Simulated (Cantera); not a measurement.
A perfectly stirred reactor is fed with C3H8 : O2 : N2 : CO2 = 1 : 5.49 : 31.3 : 2.7 (molar parts), at 760 Torr; it is adiabatic with a 400 K inlet, and is followed from long to short residence time, starting on the burning branch (τ in s: 0.029, 0.012, 0.0051, 0.0021, 0.0009, 0.00038, 0.00016, 6.6e-05, 2.8e-05, 1.2e-05, 4.9e-06).

Computed with Cantera and GRI-Mech 3.0 (53 species, 325 reactions). GRI-Mech 3.0 was tuned for natural gas; its chemistry of propane as a main component is partial and can be far from experiment.

Problem. What does this change do: O2 5.49 to 4.1 parts?

Solution. 
```json
[
 {"quantity": "blow-out, bracketed by the residence times tried", "before": "burning at 0.900 ms, out at 0.380 ms", "after": "burning at 29.0 ms, out at 12.0 ms"},
 {"quantity": "x(C3H8) at τ = 29.0 ms", "before": "2.61e-6", "after": "3.31e-5"},
 {"quantity": "x(O2) at τ = 29.0 ms", "before": "0.0147", "after": "0.00328"},
 {"quantity": "x(CO2) at τ = 29.0 ms", "before": "0.131", "after": "0.103"},
 {"quantity": "x(C2H4) at τ = 29.0 ms", "before": "8.27e-6", "after": "0.000225"},
 {"quantity": "x(CH2O) at τ = 29.0 ms", "before": "2.22e-6", "after": "2.25e-5"},
 {"quantity": "x(C3H8) at τ = 0.380 ms", "before": "0.0247", "after": "0.0256"},
 {"quantity": "x(O2) at τ = 0.380 ms", "before": "0.136", "after": "0.105"},
 {"quantity": "x(CO2) at τ = 0.380 ms", "before": "0.0667", "after": "0.0691"},
 {"quantity": "x(C2H4) at τ = 0.380 ms", "before": "<1e-12", "after": "<1e-12"},
 {"quantity": "x(CH2O) at τ = 0.380 ms", "before": "<1e-12", "after": "<1e-12"}
]
```
